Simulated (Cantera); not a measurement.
Charge: 1 mol SiCl4, 9.7 mol NH3, 6.8 mol N2, held at 100000 Pa.

Equilibrium computed with Cantera from the NASA thermochemical tables; the gas is ideal and each condensed phase is pure. Candidate condensed phases: NH4Cl, Si, Si3N4; 28 gas species. The tables' values for SiCl3, SiCl are old estimates; treat these amounts as uncertain. Rates play no part.

### Question
At 1898 K, list the 4 most abundant gas species with their mole fractions, and the condensed phases.

### Answer
H2 0.467, N2 0.405, HCl 0.110, SiCl2 0.0151. Condensed: Si3N4(s).
